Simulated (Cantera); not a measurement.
A Cantera script and what it prints.

```python
import numpy as np
import cantera as ct

gas_names = """
    C CH CH2 CH3 CH2OH CH3O CH4 CH3OH CN CO CO2 COOH C2 C2H CHCO,ketyl C2H2,acetylene C2H2,vinylidene
    CH2CO,ketene C2H3,vinyl CH3CN CH3CO,acetyl C2H4 C2H4O,ethylen CH3CHO,ethanal CH3COOH (HCOOH)2 C2H5
    C2H6 CH3OCH3 C2H5OH CCN CNC C2N2 C2O C3 C3H3,propargyl C3H4,allene C3H4,propyne C3H4,cyclo-
    C3H5,allyl C3H6,propylene C3H6,cyclo- C3H6O C3H7,n-propyl C3H7,i-propyl C3H8 C3H8O,1propanol
    C3H8O,2propanol C3O2 C4 C4H2 C4H4,1,3-cyclo- C4H6,butadiene C4H6,2-butyne C4H6,cyclo- C4H8,1-butene
    C4H8,cis2-buten C4H8,tr2-butene C4H8,isobutene C4H8,cyclo- (CH3COOH)2 C4H9,n-butyl C4H9,i-butyl
    C4H9,s-butyl C4H9,t-butyl C4H10,isobutane C4H10,n-butane C4N2 C5 C5H6,1,3cyclo- C5H8,cyclo-
    C5H10,1-pentene C5H10,cyclo- C5H11,pentyl C5H11,t-pentyl C5H12,n-pentane C5H12,i-pentane
    CH3C(CH3)2CH3 C6H2 C6H5,phenyl C6H5O,phenoxy C6H6 C6H5OH,phenol C6H10,cyclo- C6H12,1-hexene
    C6H12,cyclo- C6H13,n-hexyl C7H7,benzyl C7H8 C7H8O,cresol C7H14,1-heptene C7H15,n-heptyl
    C7H16,n-heptane C8H8,styrene C8H10,ethylbenz C8H16,1-octene C8H17,n-octyl C8H18,isooctane
    C8H18,n-octane C9H19,n-nonyl C10H8,naphthale C10H21,n-decyl C12H9,o-bipheny C12H10,bipheny H HCN HCO
    HCCN HNC HNCO HNO HNO2 HNO3 HO2 H2 HCHO,formaldehy HCOOH H2O H2O2 N NCO NH NH2 NH3 NH2OH NO NO2 NO3
    N2 N2H2 N2H4 N2O O OH O2 O3 Si SiC SiC2 SiC4H12 SiH SiH2 SiH3 SiH4 SiN SiO SiO2 Si2 Si2C Si2N Si3
""".split()
cond_names = """
    C(gr) C6H6(L) C7H8(L) C8H18(L),n-octa H2O(s) H2O(L) Si(cr) Si(L) SiC(b) SiO2(Lqz) SiO2(hqz) SiO2(L)
    Si2N2O(s) Si3N4(a)
""".split()


def load(file, names, dense=False):
    # The tables refer to 1 bar. Condensed volumes are neglected.
    table = {s.name: s for s in ct.Species.list_from_file(file)}
    out = []
    for n in names:
        d = dict(table[n].input_data)
        d["thermo"] = dict(d["thermo"], **{"reference-pressure": 1e5})
        if dense:
            d["equation-of-state"] = {"model": "constant-volume", "density": "1e6 g/cm^3"}
        out.append(ct.Species.from_dict(d))
    return out


gas = ct.Solution(thermo="ideal-gas", species=load("nasa_gas.yaml", gas_names))
cond = {s.name: ct.Solution(thermo="fixed-stoichiometry", species=[s], name=s.name)
        for s in load("nasa_condensed.yaml", cond_names, dense=True)}
atoms = {
    'SiC': {'Si': 1, 'C': 1},
    'N2O': {'N': 2, 'O': 1},
    'H2': {'H': 2},
}
top_T = {'C(gr)': 4500, 'SiC(b)': 3050, 'Si2N2O(s)': 2100, 'Si3N4(a)': 2400}  # K; cautious upper limits of use, not melting points


def equilibrate(T, P, feed):
    n = {}
    for name, mol in feed.items():
        for a, k in atoms[name].items():
            n[a] = n.get(a, 0.0) + k * mol
    gas.TPX = T, P, n
    mass = sum(n.values()) * gas.mean_molecular_weight
    gas.equilibrate("TP")
    valid = [c for c in cond.values() if c.min_temp <= T <= top_T.get(c.name, c.max_temp)]
    mix = ct.Mixture([(gas, mass / gas.mean_molecular_weight)] + [(c, 0.0) for c in valid])
    mix.T, mix.P = T, P
    mix.equilibrate("TP", solver="vcs", rtol=1e-11, max_steps=5000)
    return mix


results = []
feed = {'SiC': 1, 'N2O': 3, 'H2': 3.1}  # mol
T = 1648  # K
P = 1333.22  # Pa
mix = equilibrate(T, P, feed)
results.append((T, P, feed, dict(zip(mix.species_names, mix.species_moles))))
x = sorted(zip(gas.X, gas.species_names), reverse=True)
print(f"T = {T:g} K  P = {P:g} Pa  gas = {mix.phase_moles(0):.4g} mol")
print("   x: " + "  ".join(f"{s} {v:.3e}" for v, s in x if v > 1e-05))
print("   condensed (mol): " + ("  ".join(f"{mix.phase(i).name} {mix.phase_moles(i):.4g}"
      for i in range(1, mix.n_phases) if mix.phase_moles(i) > 1e-12) or "none"))
```

Result:

```
T = 1648 K  P = 1333.22 Pa  gas = 7.114 mol
   x: H2 4.339e-01  N2 4.217e-01  CO 1.404e-01  SiO 1.728e-03  H2O 1.570e-03  H 5.080e-04  CO2 1.586e-04
   condensed (mol): SiO2(hqz) 0.9877
```

Cantera equilibrium calculation (NASA polynomials, part measured and part estimated; ideal gas, pure solids and liquids). The tables hold silica as quartz up to 1696 K and as liquid above; real silica turns to tridymite and cristobalite and melts near 1996 K.
